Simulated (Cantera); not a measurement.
A perfectly stirred reactor is fed with 51.5 % CH4, 48.5 % CO2, at 101000 Pa; it is held at 2100 K, and followed from long to short residence time.

Model: GRI-Mech 3.0 (53 species, 325 reactions), integrated in Cantera.

**Question.** Predict: x(CH4) at τ = 6.00 s; x(CO2) at τ = 6.00 s; x(C2H) at τ = 6.00 s; x(H) at τ = 6.00 s; x(C2H6) at τ = 6.00 s; x(CH4) at τ = 70.0 ms; x(CO2) at τ = 70.0 ms; x(C2H) at τ = 70.0 ms; x(H) at τ = 70.0 ms; x(C2H6) at τ = 70.0 ms.

**Answer.** 
```
Quantity                   Value
----------------------  --------
x(CH4) at τ = 6.00 s    0.000926
x(CO2) at τ = 6.00 s    0.000520
x(C2H) at τ = 6.00 s     9.98e-7
x(H) at τ = 6.00 s       0.00221
x(C2H6) at τ = 6.00 s    2.24e-8
x(CH4) at τ = 70.0 ms    0.00709
x(CO2) at τ = 70.0 ms     0.0101
x(C2H) at τ = 70.0 ms    3.76e-6
x(H) at τ = 70.0 ms      0.00204
x(C2H6) at τ = 70.0 ms   1.34e-6
```
